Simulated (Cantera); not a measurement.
An isothermal, constant-pressure homogeneous reactor starts with NO : N2 = 1 : 0.23 (molar parts), at 1650 K and 0.0168 atm.

Detailed kinetics in Cantera: GRI-Mech 3.0 (53 species, 325 reactions). Radical loss at walls, strong at low pressure, is not modelled.

Q: Predict: x(NO) at 50.0 s; x(O2) at 50.0 s; x(O) at 50.0 s; x(NO2) at 50.0 s; x(N2) at 50.0 s.

A: 
```json
{
 "x(NO) at 50.0 s": "0.750 (gas-phase equilibrium 0.00288)",
 "x(O2) at 50.0 s": "0.0311 (gas-phase equilibrium 0.405)",
 "x(O) at 50.0 s": "4.49e-5 (gas-phase equilibrium 0.000127)",
 "x(NO2) at 50.0 s": "0.000123 (gas-phase equilibrium 1.84e-6)",
 "x(N2) at 50.0 s": "0.218 (gas-phase equilibrium 0.592)"
}
```
